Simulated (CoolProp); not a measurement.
Vapour-liquid equilibrium of octamethyltrisiloxane (MDM) (1) + octamethylcyclotetrasiloxane (D4) (2) at 474.1 K; x and y are mole fractions of (1).

The numbers come from the multi-fluid Helmholtz-energy mixture model, Thol 2017 and Thol 2015; pair parameters Bell 2016 in CoolProp.

```json
[
 {"x": "0.05", "bubble pressure (kPa)": "191.0", "y at the bubble point": "0.079", "dew pressure at overall composition x (kPa)": "188.5", "liquid density (mol/L)": "2.461"},
 {"x": "0.15", "bubble pressure (kPa)": "203.8", "y at the bubble point": "0.219", "dew pressure at overall composition x (kPa)": "197.4", "liquid density (mol/L)": "2.473"},
 {"x": "0.25", "bubble pressure (kPa)": "216.1", "y at the bubble point": "0.342", "dew pressure at overall composition x (kPa)": "206.9", "liquid density (mol/L)": "2.484"},
 {"x": "0.35", "bubble pressure (kPa)": "228.2", "y at the bubble point": "0.453", "dew pressure at overall composition x (kPa)": "217.0", "liquid density (mol/L)": "2.496"},
 {"x": "0.45", "bubble pressure (kPa)": "240.1", "y at the bubble point": "0.554", "dew pressure at overall composition x (kPa)": "227.8", "liquid density (mol/L)": "2.508"},
 {"x": "0.55", "bubble pressure (kPa)": "252.0", "y at the bubble point": "0.649", "dew pressure at overall composition x (kPa)": "239.5", "liquid density (mol/L)": "2.520"},
 {"x": "0.65", "bubble pressure (kPa)": "264.0", "y at the bubble point": "0.736", "dew pressure at overall composition x (kPa)": "252.2", "liquid density (mol/L)": "2.532"},
 {"x": "0.75", "bubble pressure (kPa)": "276.2", "y at the bubble point": "0.818", "dew pressure at overall composition x (kPa)": "266.0", "liquid density (mol/L)": "2.544"},
 {"x": "0.85", "bubble pressure (kPa)": "288.7", "y at the bubble point": "0.895", "dew pressure at overall composition x (kPa)": "281.2", "liquid density (mol/L)": "2.555"},
 {"x": "0.95", "bubble pressure (kPa)": "301.5", "y at the bubble point": "0.966", "dew pressure at overall composition x (kPa)": "298.5", "liquid density (mol/L)": "2.566"}
]
```

No azeotrope shows between x = 0.05 and 0.95.

The pair parameters rest on a limited set of measurements; away from them the model extrapolates.
